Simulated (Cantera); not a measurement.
# Ignition delay

Mixture: C3H8 : O2 : N2 : H2O = 1 : 2.5 : 9.4 : 0.3 (molar parts), equivalence ratio 2.0, at 975 Torr, adiabatic and at constant pressure. Ignition delay is the time to a rise of 400 K.

Detailed kinetics in Cantera: GRI-Mech 3.0 (53 species, 325 reactions). GRI-Mech 3.0 was tuned for natural gas; its chemistry of propane as a main component is partial and can be far from experiment.

```json
[
 {"T0 (K)": "1025", "delay (ms)": "286"},
 {"T0 (K)": "1125", "delay (ms)": "29.3"},
 {"T0 (K)": "1225", "delay (ms)": "3.65"},
 {"T0 (K)": "1325", "delay (ms)": "0.652"},
 {"T0 (K)": "1425", "delay (ms)": "0.170"},
 {"T0 (K)": "1525", "delay (ms)": "0.0614"},
 {"T0 (K)": "1625", "delay (ms)": "0.0289"},
 {"T0 (K)": "1725", "delay (ms)": "0.0164"},
 {"T0 (K)": "1825", "delay (ms)": "0.0107"}
]
```

```json
{
 "apparent activation energy between 1625 and 1825 K": "120 kJ/mol"
}
```
